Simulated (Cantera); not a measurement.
Charge: 1 mol Cu, 3.1 mol F2, 0.6 mol H2.

Method: chemical equilibrium by Gibbs-energy minimisation in Cantera with the NASA 1993 tables (ideal gas, pure condensed phases). Candidate condensed phases: Cu, CuF2; 15 gas species. Rates play no part.

Stable condensed phases, one row left out:

```
T in K \ P in Pa
              1    3.2     10     32    100    320   1000   3200  10000  32000 100000
   1473       A      A      A      A      A      A      A      A      A      B      B
   1398       A      A      A      A      A      A      A      A      B      B      B
   1323       A      A      A      A      A      A      A      A      B      B      B
   1173       A      A      A      A      A      A      B      B      B      B      B
   1098       A      A      A      A      B      B      B      B      B      B      B
   1023       A      A      A      B      B      B      B      B      B      B      B
    948       A      B      B      B      B      B      B      B      B      B      B
    873       B      B      B      B      B      B      B      B      B      B      B
    798       B      B      B      B      B      B      B      B      B      B      B
    723       B      B      B      B      B      B      B      B      B      B      B
    648       B      B      B      B      B      B      B      B      B      B      B
    573       B      B      B      B      B      B      B      B      B      B      B
    498       B      B      B      B      B      B      B      B      B      B      B
```

A: gas only; B: CuF2.

**Question.** Give the row for 1248 K.

**Answer.** 1: gas only; 3.2: gas only; 10: gas only; 32: gas only; 100: gas only; 320: gas only; 1000: gas only; 3200: CuF2; 10000: CuF2; 32000: CuF2; 100000: CuF2.
